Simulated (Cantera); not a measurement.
## Abatement and gas-phase synthesis: H₂O + O₂ + H₂

Input: 1 mol H₂O, 0.14 mol O₂, 3.1 mol H₂, at 2200 °C.

Equilibrium computed with Cantera from the NASA thermochemical tables; the gas is ideal and each condensed phase is pure. Candidate condensed phases: H₂O; 9 gas species. The ideal-gas law is rough above about 30 bar. Equilibrium is a limit: real reactors are often held back by kinetics, nucleation or transport.

From 10.0 Pa to 3.00e7 Pa nothing is condensed.

```csv
P (Pa),log p H,log p H₂,log p H₂O,log p O,log p OH,log p O₂,log p HO₂
10,-4.13,-4.96,-5.76,-4.98,-5.63,-6.17,-11.37
120,-3.33,-3.35,-3.70,-4.53,-4.37,-5.27,-9.66
1400,-2.70,-2.10,-2.42,-4.50,-3.72,-5.21,-8.99
17000,-2.13,-0.96,-1.29,-4.52,-3.16,-5.24,-8.44
210000,-1.57,0.15,-0.19,-4.52,-2.61,-5.25,-7.90
2500000,-1.03,1.23,0.89,-4.52,-2.07,-5.25,-7.36
30000000,-0.49,2.31,1.97,-4.52,-1.53,-5.25,-6.82
```
log p: log10 of the partial pressure in bar; nothing condenses.
